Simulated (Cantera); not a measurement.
A closed system holds: 1 mol SiHCl3, 0.21 mol Cl2, 11 mol H2, equilibrated at 0.160 bar.

These are equilibrium values from Cantera (NASA tables, ideal gas, pure condensed phases), not measurements of a reactor. Candidate condensed phases: Si; 19 gas species. Gases not in the tables: Si2H6 and higher silanes. Rates play no part.

Question: What share of the Si ends up in condensed phases as a function of T (K), at 1100, 1150, 1200, 1250, 1300, 1350, 1400, 1450, 1500, 1550, 1600, 1650, 1700?

Answer: 
```csv
T (K),Si condensed (%),as
1100,15.9,Si(s)
1150,18.1,Si(s)
1200,19.9,Si(s)
1250,20.9,Si(s)
1300,20.9,Si(s)
1350,19.9,Si(s)
1400,18.2,Si(s)
1450,16.4,Si(s)
1500,14.7,Si(s)
1550,13.3,Si(s)
1600,12.1,Si(s)
1650,11.1,Si(s)
1700,10.8,Si(l)
```
